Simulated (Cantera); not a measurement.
Gas-phase reforming

A perfectly stirred reactor is fed with CH₄ : H₂O : H₂ = 1 : 1.3 : 0.23 (molar parts), at 95000 Pa; it is held at 2148 K, and followed from long to short residence time.

Model: GRI-Mech 3.0 (53 species, 325 reactions), integrated in Cantera.

```
τ (s)      x CH₄   x H₂O   x H₂   x CH₂O    x C₂H₄  x CH₂CO      x OH
------  --------  ------  -----  -------  --------  -------  --------
2.0     0.000616  0.0634  0.712  1.29e-7   4.70e-7  1.96e-7   4.12e-5
0.88     0.00117  0.0649  0.711  1.95e-7   1.66e-6  4.86e-7   4.21e-5
0.38     0.00210  0.0684  0.708  3.15e-7   5.09e-6  1.20e-6   4.43e-5
0.16     0.00357  0.0760  0.701  5.47e-7   1.36e-5  2.95e-6   4.93e-5
0.071    0.00562  0.0889  0.690  9.68e-7   2.99e-5  6.51e-6   5.77e-5
0.031    0.00862   0.110  0.672  1.82e-6   6.00e-5  1.39e-5   7.16e-5
0.013     0.0131   0.142  0.645  3.64e-6  0.000116  2.89e-5   9.33e-5
0.0057    0.0192   0.183  0.611  7.06e-6  0.000208  5.35e-5  0.000121
```
x: mole fraction; the columns are a selection and need not sum to one.
